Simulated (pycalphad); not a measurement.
Computed with pycalphad from the COST 507 light-alloy database (1999), at 1 atm. No gas phase is included, though pure Mg would boil below 1377 °C. The data set is of 1999 and partly superseded. The system is extrapolated from its subsystems; higher-order compounds may be missing. Diffusion is slow at the low end, where real alloys seldom reach equilibrium.

Molar enthalpy of Al-2.412Fe-0.9149Si-0.3914Mg (wt.%) in equilibrium (SER reference):

| T (°C) | H (kJ/mol) | phases |
|---|---|---|
| 1377 | 50.77 | LIQUID |
| 1277 | 47.58 | LIQUID |
| 1177 | 44.40 | LIQUID |
| 1077 | 41.22 | LIQUID |
| 977 | 38.05 | LIQUID |
| 877 | 34.87 | LIQUID |
| 777 | 31.70 | LIQUID |
| 727 | 30.11 | LIQUID |
| 677 | 28.47 | LIQUID + AL13FE4 |
| 577 | 14.15 | FCC_A1 + ALFESI_ALPHA |
| 527 | 12.53 | FCC_A1 + ALFESI_ALPHA + ALFESI_BETA |
| 477 | 10.97 | FCC_A1 + ALFESI_ALPHA + ALFESI_BETA |
| 377 | 7.88 | FCC_A1 + ALFESI_ALPHA + ALFESI_BETA + MG2SI |
| 277 | 4.98 | FCC_A1 + ALFESI_ALPHA + ALFESI_BETA + MG2SI |
| 177 | 2.26 | FCC_A1 + ALFESI_ALPHA + MG2SI + ALFESI_BETA |
| 77 | -0.32 | FCC_A1 + ALFESI_ALPHA + MG2SI |

Cooling from 727 °C to 577 °C, across the freezing range, releases 16.0 kJ/mol, or 584 J/g. The slope is 32 J/(mol K) in the liquid and 32 J/(mol K) just below the solidus, where it includes any heat of precipitation. Liquidus 683 °C, solidus 620 °C. Changes were sought between steps of 50 K, so a narrower field can be missed.

Database names, with the compositions (at.%) that they take in these runs: AL13FE4: Al 76 Fe 24; ALFESI_ALPHA: Al 70-74 Fe 19 Si 7-11; ALFESI_BETA: Al 70 Fe 15 Si 15; MG2SI: Mg 67 Si 33. FCC_A1 is fcc.
